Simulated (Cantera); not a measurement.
A Cantera script and what it prints.

```python
import numpy as np
import cantera as ct

gas_names = """
    C CO CO2 C2 C2O C3 C3O2 C4 C5 O O2 O3 Si SiC SiC2 SiO SiO2 Si2 Si2C Si3
""".split()
cond_names = """
    C(gr) Si(cr) Si(L) SiC(b) SiO2(Lqz) SiO2(hqz) SiO2(L)
""".split()


# ... load() reads the species with a 1 bar reference pressure and builds the phases ...
atoms = {
    'SiO2': {'Si': 1, 'O': 2},
    'CO': {'C': 1, 'O': 1},
}
top_T = {'C(gr)': 4500, 'SiC(b)': 3050}  # K; cautious upper limits of use, not melting points


# ... equilibrate(T, P, feed) seeds the gas with the atoms and calls Mixture.equilibrate('TP', solver="vcs", rtol=1e-11, max_steps=5000) ...
results = []
feed = {'SiO2': 1, 'CO': 6.1}  # mol
T = 1498.15  # K
P = 27000  # Pa
mix = equilibrate(T, P, feed)
results.append((T, P, feed, dict(zip(mix.species_names, mix.species_moles))))
print(gas.report(threshold=0.001))
for i in range(1, mix.n_phases):
    print(f"{mix.phase(i).name:16s} {mix.phase_moles(i):12.5e} mol")
```

Result:

```
       temperature   1498.2 K
          pressure   27000 Pa
           density   0.060721 kg/m^3
  mean mol. weight   28.013 kg/kmol
   phase of matter   gas

                          1 kg             1 kmol
                     ---------------   ---------------
          enthalpy       -2.5644e+06       -7.1837e+07  J
   internal energy       -3.0091e+06       -8.4294e+07  J
           entropy            9255.1        2.5926e+05  J/K
    Gibbs function        -1.643e+07       -4.6025e+08  J
 heat capacity c_p            1254.1             35130  J/K
 heat capacity c_v            957.27             26816  J/K

                      mass frac. Y      mole frac. X     chem. pot. / RT
                     ---------------   ---------------   ---------------
                CO           0.99969           0.99981           -36.943
     [  +19 minor]        0.00030622        0.00019489

C(gr)             1.03245e-03 mol
Si(cr)            0.00000e+00 mol
SiC(b)            0.00000e+00 mol
SiO2(hqz)         9.99922e-01 mol
```

Method: chemical equilibrium by Gibbs-energy minimisation in Cantera with the NASA 1993 tables (ideal gas, pure condensed phases). The tables hold silica as quartz up to 1696 K and as liquid above; real silica turns to tridymite and cristobalite and melts near 1996 K.
